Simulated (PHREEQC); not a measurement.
Make-up at 25 °C: 0.046 mol K2CO3 per kg of water. Closed to the air; pH follows from the charge balance.

All values are PHREEQC results (ion-association model, phreeqc.dat), not measurements.

Precipitation was switched off in this run.

Problem. Predict the pH.

Solution. pH 11.25.

Problem. In which forms is C present?

Solution. CO3-2 95 %, HCO3- 5.2 % of the C.
